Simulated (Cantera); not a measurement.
Gas activation for diamond growth

An isothermal, constant-pressure homogeneous reactor starts with CH4 : H2 : N2 = 0.027 : 1 : 0.0055 (molar parts), at 2450 K and 1700 Pa.

Cantera simulation using GRI-Mech 3.0 (53 species, 325 reactions); the numbers are that mechanism's predictions, not measurements. GRI-Mech 3.0 stops at C3 and has no aromatics, soot or wall deposition, so with more carbon than oxygen in the feed, carbon stays in small species such as C2H2 where larger ones or solid carbon would form. Radical loss at walls, strong at low pressure, is not modelled.

```tsv
t (s)	x CH4	x H2	x CH3	x HCN	x C2H4	x C2H2	x CH2
1.00e-6	0.0261	0.969	1.57e-5	<1e-12	2.70e-12	<1e-12	2.14e-10
7.17e-6	0.0260	0.968	0.000100	<1e-12	7.61e-10	9.50e-12	1.30e-8
5.14e-5	0.0256	0.967	0.000571	1.83e-12	4.00e-7	4.12e-8	7.73e-7
0.000369	0.0224	0.961	0.00327	1.96e-9	5.39e-5	9.21e-5	3.30e-5
0.00265	0.00610	0.950	0.00322	6.01e-7	4.62e-5	0.00786	0.000117
0.0190	0.000203	0.937	0.000179	3.62e-6	9.82e-7	0.0122	1.36e-5
0.136	8.53e-6	0.899	1.44e-5	7.95e-6	3.51e-7	0.0121	2.14e-6
0.976	2.42e-6	0.843	7.29e-6	4.80e-5	1.48e-7	0.0117	1.94e-6
7.00	2.36e-6	0.841	7.22e-6	0.000329	1.43e-7	0.0115	1.95e-6
```
x: mole fraction; the columns are a selection and need not sum to one.

Equilibrium at this temperature and pressure: CH4 2.23e-6, H2 0.841, CH3 6.84e-6, HCN 0.00419, C2H4 1.19e-7, C2H2 0.00961, CH2 1.84e-6 (gas phase only).
